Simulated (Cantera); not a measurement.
Feed: 1 mol AlN, 20 mol O2, 41 mol N2, equilibrated at 1.00 Torr.

Cantera equilibrium calculation (NASA polynomials, part measured and part estimated; ideal gas, pure solids and liquids). Candidate condensed phases: Al, AlN, Al2O3; 16 gas species. The numbers say what is thermodynamically allowed, not how fast it happens.

x: gas mole fraction; n: condensed amount in mol.

```tsv
T (°C)	x N2	x O2	x NO	x O	x NO2	n Al2O3(s)
602	0.683	0.317	7.44e-6	3.17e-11	4.88e-8	0.500
702	0.683	0.317	2.70e-5	1.11e-9	7.81e-8	0.500
802	0.683	0.317	7.70e-5	2.02e-8	1.15e-7	0.500
902	0.683	0.317	0.000184	2.25e-7	1.58e-7	0.500
1002	0.683	0.317	0.000383	1.72e-6	2.08e-7	0.500
1102	0.683	0.317	___	___	___	0.500
1202	0.682	0.316	0.00123	4.42e-5	3.21e-7	0.500
1302	0.682	0.316	___	___	___	0.500
1402	0.681	0.315	0.00300	0.000525	4.48e-7	0.500
1502	0.680	0.314	0.00433	0.00147	5.14e-7	0.500
```

Task: Complete the blanks.

Result: 
- 1102, x NO: 0.000718
- 1102, x O: 9.81e-6
- 1102, x NO2: 2.62e-7
- 1302, x NO: 0.00198
- 1302, x O: 0.000165
- 1302, x NO2: 3.83e-7
